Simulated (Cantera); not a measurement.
An adiabatic, constant-volume homogeneous reactor starts with 9.30 % CH4, 5.67 % CO, 17.9 % O2, 67.2 % N2, equivalence ratio 1.2, at 1575 K and 760 Torr.

Cantera simulation using GRI-Mech 3.0 (53 species, 325 reactions); the numbers are that mechanism's predictions, not measurements.

### Question
Predict: time of steepest temperature rise; temperature at 9.00 s; equilibrium temperature; x(CO) at 9.00 s; x(O2) at 9.00 s; x(NO) at 9.00 s.

### Answer
| Property | Result |
|---|---|
| time of steepest temperature rise | 0.595 ms |
| temperature at 9.00 s | 2946 K |
| equilibrium temperature | 2946 K |
| x(CO) at 9.00 s | 0.0881 (gas-phase equilibrium 0.0881) |
| x(O2) at 9.00 s | 0.0138 (gas-phase equilibrium 0.0138) |
| x(NO) at 9.00 s | 0.0103 (gas-phase equilibrium 0.0103) |
